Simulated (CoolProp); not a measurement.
A Linde-Hampson liquefier for methane: isothermal reversible compression at 250 K from 1 atm to 30 MPa, throttling to 1 atm, return gas leaving the recuperator 10 K below the feed. Each further row changes one setting.

Values from CoolProp's reference Helmholtz-energy equation of state, Setzmann 1991.

| case | liquid yield per pass | compression work (kJ/kg of gas) |
|---|---|---|
| as stated | ___ | 653 |
| high pressure 60 MPa | ___ | ___ |
| warm-end temperature 280 K | ___ | ___ |
| warm-end gap 15 K | 0.326 | 653 |

**Question.** Complete the blanks.

**Answer.** 
- as stated, liquid yield per pass: 0.335
- high pressure 60 MPa, liquid yield per pass: 0.319
- high pressure 60 MPa, compression work (kJ/kg of gas): 751
- warm-end temperature 280 K, liquid yield per pass: 0.259
- warm-end temperature 280 K, compression work (kJ/kg of gas): 763
